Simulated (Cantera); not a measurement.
A closed system holds: 1 mol borazine, 2.9 mol H2O, equilibrated at 925 K and 0.0100 bar.

Equilibrium computed with Cantera from the NASA thermochemical tables; the gas is ideal and each condensed phase is pure. Candidate condensed phases: B, BN, B2O3, B3O3H3, H2O; 39 gas species. The feed counts by its element totals alone. Rates play no part.

Base state: H2 0.859, N2 0.141, H2O 0.000955 (mole fractions); condensed: BN(s) + B2O3(l).

Question: What changes in the equilibrium state with this change: borazine replaced by BF3?

Answer: 
```
species         before    after
------------  --------  -------
H2O           0.000955    0.561
HF                   0    0.290
BF3                  0    0.135
H2               0.859  1.60e-7
N2               0.141        0
B3O3F3               0   0.0126
BOF                  0  8.51e-5
(HBO2)3        1.23e-7  0.00175
HBO2           1.47e-6  3.57e-5
BN(s), mol        1.07        0
B2O3(l), mol     0.964    0.135
```
Gases not in the tables: H3BO3.
